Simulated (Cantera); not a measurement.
Input (Python, Cantera) and output of one run.

```python
import numpy as np
import cantera as ct

gas_names = [...]  # 123 gases of nasa_gas.yaml made of C, H, O, Si
cond_names = """
    C(gr) C6H6(L) C7H8(L) C8H18(L),n-octa H2O(s) H2O(L) Si(cr) Si(L) SiC(b) SiO2(Lqz) SiO2(hqz) SiO2(L)
""".split()


# ... load() reads the species with a 1 bar reference pressure and builds the phases ...
atoms = {
    'SiC': {'Si': 1, 'C': 1},
    'H2O': {'H': 2, 'O': 1},
    'H2': {'H': 2},
}
top_T = {'C(gr)': 4500, 'SiC(b)': 3050}  # K; cautious upper limits of use, not melting points


# ... equilibrate(T, P, feed) seeds the gas with the atoms and calls Mixture.equilibrate('TP', solver="vcs", rtol=1e-11, max_steps=5000) ...
results = []
T = 2025  # K
P = 10000  # Pa
for m in [0.19, 0.23, 0.29, 0.36, 0.45, 0.56, 0.69, 0.86, 1.1, 1.3, 1.6, 2, 2.5]:
    feed = {'SiC': 1, 'H2O': m, 'H2': 3.1}  # mol
    mix = equilibrate(T, P, feed)
    results.append((T, P, feed, dict(zip(mix.species_names, mix.species_moles))))
    x = sorted(zip(gas.X, gas.species_names), reverse=True)
    print(f"T = {T:g} K  P = {P:g} Pa  n(H2O) = {m:g} mol  gas = {mix.phase_moles(0):.4g} mol")
    print("   x: " + "  ".join(f"{s} {v:.3e}" for v, s in x if v > 0.001))
    print("   condensed (mol): " + ("  ".join(f"{mix.phase(i).name} {mix.phase_moles(i):.4g}"
          for i in range(1, mix.n_phases) if mix.phase_moles(i) > 1e-12) or "none"))
```

Result:

```
T = 2025 K  P = 10000 Pa  n(H2O) = 0.19 mol  gas = 3.492 mol
   x: H2 9.392e-01  CO 2.745e-02  SiO 2.697e-02  H 5.898e-03
   condensed (mol): SiC(b) 0.9041
T = 2025 K  P = 10000 Pa  n(H2O) = 0.23 mol  gas = 3.572 mol
   x: H2 9.292e-01  CO 3.244e-02  SiO 3.195e-02  H 5.867e-03
   condensed (mol): SiC(b) 0.884
T = 2025 K  P = 10000 Pa  n(H2O) = 0.29 mol  gas = 3.692 mol
   x: H2 9.151e-01  CO 3.951e-02  SiO 3.903e-02  H 5.822e-03
   condensed (mol): SiC(b) 0.854
T = 2025 K  P = 10000 Pa  n(H2O) = 0.36 mol  gas = 3.833 mol
   x: H2 8.998e-01  CO 4.720e-02  SiO 4.672e-02  H 5.773e-03
   condensed (mol): SiC(b) 0.819
T = 2025 K  P = 10000 Pa  n(H2O) = 0.45 mol  gas = 4.013 mol
   x: H2 8.816e-01  CO 5.630e-02  SiO 5.583e-02  H 5.715e-03
   condensed (mol): SiC(b) 0.7739
T = 2025 K  P = 10000 Pa  n(H2O) = 0.56 mol  gas = 4.234 mol
   x: H2 8.616e-01  CO 6.637e-02  SiO 6.590e-02  H 5.649e-03
   condensed (mol): SiC(b) 0.7189
T = 2025 K  P = 10000 Pa  n(H2O) = 0.69 mol  gas = 4.494 mol
   x: H2 8.404e-01  CO 7.700e-02  SiO 7.652e-02  H 5.579e-03
   condensed (mol): SiC(b) 0.6538
T = 2025 K  P = 10000 Pa  n(H2O) = 0.86 mol  gas = 4.835 mol
   x: H2 8.161e-01  CO 8.916e-02  SiO 8.869e-02  H 5.498e-03
   condensed (mol): SiC(b) 0.5687
T = 2025 K  P = 10000 Pa  n(H2O) = 1.1 mol  gas = 5.316 mol
   x: H2 7.872e-01  CO 1.037e-01  SiO 1.032e-01  H 5.400e-03
   condensed (mol): SiC(b) 0.4486
T = 2025 K  P = 10000 Pa  n(H2O) = 1.3 mol  gas = 5.717 mol
   x: H2 7.668e-01  CO 1.139e-01  SiO 1.134e-01  H 5.329e-03
   condensed (mol): SiC(b) 0.3485
T = 2025 K  P = 10000 Pa  n(H2O) = 1.6 mol  gas = 6.319 mol
   x: H2 7.411e-01  CO 1.268e-01  SiO 1.264e-01  H 5.239e-03
   condensed (mol): SiC(b) 0.1984
T = 2025 K  P = 10000 Pa  n(H2O) = 2 mol  gas = 7.118 mol
   x: H2 7.138e-01  CO 1.405e-01  SiO 1.404e-01  H 5.142e-03
   condensed (mol): none
T = 2025 K  P = 10000 Pa  n(H2O) = 2.5 mol  gas = 7.195 mol
   x: H2 7.655e-01  CO 1.386e-01  SiO 8.002e-02  H2O 1.013e-02  H 5.325e-03
   condensed (mol): SiO2(L) 0.4242
```

These are equilibrium values from Cantera (NASA tables, ideal gas, pure condensed phases), not measurements of a reactor. The tables hold silica as quartz up to 1696 K and as liquid above; real silica turns to tridymite and cristobalite and melts near 1996 K. Gases not in the tables: Si2H6 and higher silanes.
